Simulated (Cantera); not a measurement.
# Chlorosilane synthesis and conversion: SiCl4 + H2 + HCl

Charge: 1 mol SiCl4, 1.3 mol H2, 3.9 mol HCl, at 150 Torr.

These are equilibrium values from Cantera (NASA tables, ideal gas, pure condensed phases), not measurements of a reactor. Candidate condensed phases: Si; 19 gas species. The tables' values for SiCl3 are old estimates; treat these amounts as uncertain. The numbers say what is thermodynamically allowed, not how fast it happens.

```csv
T (°C),x HCl,x H2,x SiCl4,x SiCl3,x SiHCl3,x SiCl2
602,0.629,0.210,0.161,1.58e-6,0.000117,9.01e-10
652,0.629,0.209,0.161,5.83e-6,0.000195,8.38e-9
702,0.629,0.209,0.161,1.87e-5,0.000306,6.16e-8
752,0.630,0.209,0.161,5.34e-5,0.000459,3.71e-7
802,0.630,0.209,0.160,0.000138,0.000662,1.88e-6
852,0.630,0.209,0.160,0.000326,0.000920,8.18e-6
902,0.631,0.208,0.159,0.000713,0.00124,3.12e-5
952,0.632,0.207,0.158,0.00145,0.00162,0.000106
1002,0.633,0.206,0.156,0.00277,0.00204,0.000320
1052,0.636,0.203,0.152,0.00495,0.00249,0.000875
1102,0.641,0.199,0.147,0.00829,0.00291,0.00215
```
x: gas mole fraction; nothing condenses.

From 602 °C to 1102 °C nothing is condensed. The main Si-bearing gas is SiCl4 throughout.
